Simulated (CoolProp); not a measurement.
Properties of n-pentane along the isotherm 530.8 K.

The numbers come from the reference Helmholtz-energy equation of state, Thol 2019 in CoolProp.

| p (MPa) | phase | cp (kJ/(kg K)) | viscosity (µPa s) | Prandtl number |
|---|---|---|---|---|
| 0.601 | gas | 2.687 | 11.7 | 0.699 |
| 1.2 | gas | 2.734 | 11.4 | 0.682 |
| 1.8 | gas | 2.793 | 11.1 | 0.667 |
| 2.41 | gas | 2.873 | 10.9 | 0.654 |
| 3.01 | gas | 2.978 | 10.8 | 0.646 |
| 3.61 | supercritical | 3.124 | 10.8 | 0.644 |
| 4.21 | supercritical | 3.329 | 11.0 | 0.651 |
| 4.81 | supercritical | 3.614 | 11.3 | 0.673 |
| 5.41 | supercritical | 3.955 | 12.0 | 0.713 |
| 6.01 | supercritical | 4.212 | 13.0 | 0.764 |
| 6.61 | supercritical | 4.245 | 14.3 | 0.814 |
| 7.22 | supercritical | 4.129 | 15.9 | 0.862 |
| 7.82 | supercritical | 3.986 | 17.5 | 0.910 |
| 8.42 | supercritical | 3.861 | 19.1 | 0.956 |

Viscosity comes from a separate model (Quiñones-Cisneros 2006), older than the equation that it now runs on, and unchecked against measurements. Thermal conductivity comes from a separate model (Vassiliou 2015).
